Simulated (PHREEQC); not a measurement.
Make-up at 20 °C: 0.23 mol/kgw ZnCl2, 9.2e-05 mol/kgw NaCl and 0.0067 mol/kgw FeSO4. It is in equilibrium with CO2 at log p = -2 (atm). Otherwise closed; pH follows from the charge balance.

All values are PHREEQC results (ion-association model, phreeqc.dat), not measurements.

No solid was allowed to form.

Task: Estimate the pH, ionic strength.

Result: pH 4.47; ionic strength 0.610 mol/kgw.

Task: In which forms is C present?

Result: CO2 90 %, ZnHCO3+ 7.9 %, HCO3- 1.8 % of the C.
